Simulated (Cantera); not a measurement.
A perfectly stirred reactor is fed with C3H8 : O2 : N2 = 1 : 4.17 : 15.7 (molar parts), equivalence ratio 1.2, at 101000 Pa; it is adiabatic with a 425 K inlet, and is followed from long to short residence time, starting on the burning branch (τ in s: 0.02, 0.011, 0.0064, 0.0036, 0.002, 0.0011, 0.00064, 0.00036, 0.0002, 0.00011, 6.3e-05, 3.5e-05, 2e-05).

Computed with Cantera and GRI-Mech 3.0 (53 species, 325 reactions). GRI-Mech 3.0 was tuned for natural gas; its chemistry of propane as a main component is partial and can be far from experiment.

Q: Predict: blow-out, bracketed by the residence times tried; x(C3H8) at τ = 20.0 ms; x(O2) at τ = 20.0 ms; x(CH4) at τ = 20.0 ms; x(C2H) at τ = 20.0 ms; x(CH2CO) at τ = 20.0 ms; x(C3H8) at τ = 0.640 ms; x(O2) at τ = 0.640 ms; x(CH4) at τ = 0.640 ms; x(C2H) at τ = 0.640 ms; x(CH2CO) at τ = 0.640 ms.

A: 
```
Item                                                                          Result
------------------------------------------------  ----------------------------------
blow-out, bracketed by the residence times tried  burning at 63.0 µs, out at 35.0 µs
x(C3H8) at τ = 20.0 ms                                                       6.54e-7
x(O2) at τ = 20.0 ms                                                         0.00139
x(CH4) at τ = 20.0 ms                                                        2.58e-6
x(C2H) at τ = 20.0 ms                                                        5.68e-8
x(CH2CO) at τ = 20.0 ms                                                      5.02e-7
x(C3H8) at τ = 0.640 ms                                                      1.16e-5
x(O2) at τ = 0.640 ms                                                        0.00656
x(CH4) at τ = 0.640 ms                                                       1.55e-5
x(C2H) at τ = 0.640 ms                                                       4.25e-7
x(CH2CO) at τ = 0.640 ms                                                     6.71e-6
```
